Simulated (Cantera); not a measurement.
Input: 1 mol Fe2O3, 0.84 mol HCl, 0.066 mol N2, at 825 K and 1 atm.

These are equilibrium values from Cantera (NASA tables, ideal gas, pure condensed phases), not measurements of a reactor. Candidate condensed phases: Fe, FeCl2, FeCl3, FeO, Fe(OH)2, Fe(OH)3, Fe2O3, Fe3O4, H2O, NH4Cl; 37 gas species. Condensed phases not in the tables: FeOCl. Equilibrium is a limit: real reactors are often held back by kinetics, nucleation or transport.

Base state: HCl 0.863, N2 0.0745, H2O 0.0427, FeCl3 0.0113, Fe2Cl6 0.00846, FeCl2 0.000211, Cl2 0.000126, Fe2Cl4 2.02e-5 (mole fractions); condensed: Fe2O3(s).

### Question
What changes in the equilibrium state with this change: Fe2O3 replaced by B?

### Answer
```
species          before   after
-------------  --------  ------
H2              1.43e-9   0.584
BCl3                  0   0.389
HCl               0.863  0.0267
N2               0.0745   <1e-9
H2O              0.0427       0
FeCl3            0.0113       0
Fe2Cl6          0.00846       0
FeCl2          0.000211       0
Cl2            0.000126   <1e-9
Fe2O3(s), mol     0.987       0
B(s), mol             0   0.594
BN(s), mol            0   0.132
```
N2 is the only nitrogen source here; it is nearly inert below about 1500 K, so the nitride shown seldom forms there in practice. Gases not in the tables: BHCl2. Further candidate phases: B, BN.
